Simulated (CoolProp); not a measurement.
The numbers come from the reference Helmholtz-energy equation of state, Akasaka 2020 in CoolProp.

Problem. For R1123, give the phase and the Z, cp (kJ/(kg K)), cv (kJ/(kg K)), expansivity (1/kK) at 206.85 °C and 7.24 MPa.

Solution. 
- 206.85 °C and 7.24 MPa: supercritical; Z 0.872, cp 1.25, cv 1.01, expansivity 3.65
